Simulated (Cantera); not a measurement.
Thermodynamics of aluminium nitride and oxide growth, feed Al(CH3)3 + O2 + N2

Feed: 1 mol Al(CH3)3, 29 mol O2, 9.7 mol N2, at 100 Torr.

Cantera equilibrium calculation (NASA polynomials, part measured and part estimated; ideal gas, pure solids and liquids). Candidate condensed phases: Al, AlN, Al2O3, C, C6H6, C7H8, C8H18, H2O; 148 gas species. The feed counts by its element totals alone. Gases not in the tables: Al(OH)3. Kinetics and transport are ignored.

```csv
T (K),x O2,x N2,x H2O,x CO2,x NO,x OH,n Al2O3(s)
1448,0.572,0.241,0.112,0.0746,0.000858,0.000110,0.500
1498,0.572,0.241,0.112,0.0746,0.00110,0.000173,0.500
1548,0.571,0.241,0.112,0.0746,0.00140,0.000264,0.500
1598,0.571,0.240,0.112,0.0746,0.00175,0.000391,0.500
1648,0.571,0.240,0.112,0.0746,0.00215,0.000568,0.500
1698,0.570,0.240,0.112,0.0746,0.00262,0.000805,0.500
1748,0.570,0.240,0.111,0.0746,0.00315,0.00112,0.500
1798,0.569,0.239,0.111,0.0745,0.00375,0.00153,0.500
1848,0.569,0.239,0.111,0.0745,0.00441,0.00204,0.500
1898,0.568,0.238,0.110,0.0744,0.00516,0.00270,0.500
1948,0.567,0.238,0.110,0.0743,0.00597,0.00351,0.500
1998,0.566,0.237,0.109,0.0741,0.00686,0.00449,0.500
```
x: gas mole fraction; n: condensed amount in mol.

From 1448 K to 1998 K the condensed part is Al2O3(s).
